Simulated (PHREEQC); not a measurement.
Synthetic water in mmol/kgw, 25 °C, pH 3.08, pe 11.7:

| constituent | mmol/kgw |
|---|---|
| Na | 8.2 |
| K | 3.81 |
| Ca | 0.918 |
| Mg | 1.96 |
| Cl | 2.63 |
| S(6) | 9.16 |
| Fe(3) | 0.717 |
| Li | 0.555 |

Valence states are taken as typed.

Model: ion-association model, phreeqc.dat, run in PHREEQC.

Precipitation was switched off in this run.

Order these Fe species by the share of Fe that they hold, largest first: Fe(SO4)2-, FeOH+2, Fe+3, Fe(OH)2+, FeSO4+.

FeSO4+ (65 %), FeOH+2 (19 %), Fe(SO4)2- (5.5 %), Fe(OH)2+ (4.8 %), Fe+3 (4.3 %)

The pH is 3.08 and the ionic strength 0.0271 mol/kgw. Saturation is exceeded, for instance for Jarosite-K, Hematite (slow to form); the values hold only as long as no solid forms. Complexes and solids missing from the database can't appear.
